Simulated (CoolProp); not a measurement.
The numbers come from the reference Helmholtz-energy equation of state, de Reuck 1993 in CoolProp.

Give the vapour pressure (MPa), enthalpy of vaporisation (kJ/kg), vapour Z, surface tension (mN/m) of saturated methanol at 346.7 K.


| T (K) | p (MPa) | enthalpy of vaporisation (kJ/kg) | vapour Z | surface tension (mN/m) |
|---|---|---|---|---|
| 346.7 | 0.143 | 1080 | 0.938 | 18.0 |

Surface tension comes from a separate correlation (Mulero 2012).
